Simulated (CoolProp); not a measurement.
The fluid at 298.15 K and 3.52 MPa (liquid) is heated at constant pressure to 364.7 K. The same conditions are run with several fluids, on thermodynamics alone (safety and materials aside).

The numbers come from the reference Helmholtz-energy equation of state of each fluid (sulfur dioxide: Gao 2016; carbonyl sulfide: Lemmon 2006; m-xylene: Zhou 2012; hexamethyldisiloxane (MM): Thol 2016; ammonia: Gao 2020) in CoolProp.

Question: Rank sulfur dioxide, carbonyl sulfide, m-xylene, hexamethyldisiloxane (MM), ammonia by heat (kJ/kg), highest first.

Answer: ammonia (1240), carbonyl sulfide (272), hexamethyldisiloxane (MM) (132), m-xylene (121), sulfur dioxide (97.3)

| fluid | final phase | final density (kg/m³) |
|---|---|---|
| sulfur dioxide | liquid | 1160 |
| carbonyl sulfide | gas | 94.3 |
| m-xylene | liquid | 805 |
| hexamethyldisiloxane (MM) | liquid | 695 |
| ammonia | gas | 24.7 |
